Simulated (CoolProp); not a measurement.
Vapour-liquid equilibrium of n-hexane (1) + toluene (2) at 0.00991 MPa; x and y are mole fractions of (1).

Model: multi-fluid Helmholtz-energy mixture model, Thol 2019 and Lemmon 2006; pair parameters Bell 2016, in CoolProp.

| x | bubble temperature (K) | y at the bubble point | dew temperature at overall composition x (K) | liquid density (mol/L) |
|---|---|---|---|---|
| 0.05 | 312.0 | 0.279 | 317.2 | 9.114 |
| 0.125 | 305.6 | 0.507 | 315.6 | 9.030 |
| 0.2 | 301.1 | 0.633 | 313.9 | 8.929 |
| 0.275 | 297.8 | 0.713 | 312.1 | 8.820 |
| 0.35 | 295.2 | 0.769 | 310.2 | ? |
| 0.425 | 293.1 | ? | 308.1 | 8.592 |
| 0.5 | 291.4 | 0.845 | 305.8 | ? |
| 0.575 | 289.8 | 0.874 | 303.3 | 8.364 |
| 0.65 | 288.4 | 0.899 | 300.4 | 8.252 |
| 0.725 | ? | 0.922 | 297.3 | 8.142 |
| 0.8 | 285.9 | 0.944 | 293.7 | 8.034 |
| 0.875 | 284.7 | 0.965 | 289.7 | 7.929 |
| 0.95 | 283.5 | 0.986 | 285.5 | ? |

Task: Some entries are withheld; supply them.

Result: 
- 0.35, liquid density (mol/L): 8.707
- 0.425, y at the bubble point: 0.811
- 0.5, liquid density (mol/L): 8.478
- 0.725, bubble temperature (K): 287.1
- 0.95, liquid density (mol/L): 7.826

No azeotrope shows between x = 0.05 and 0.95.

Pair parameters are fitted to limited data, so mixtures are less certain than the pure fluids.
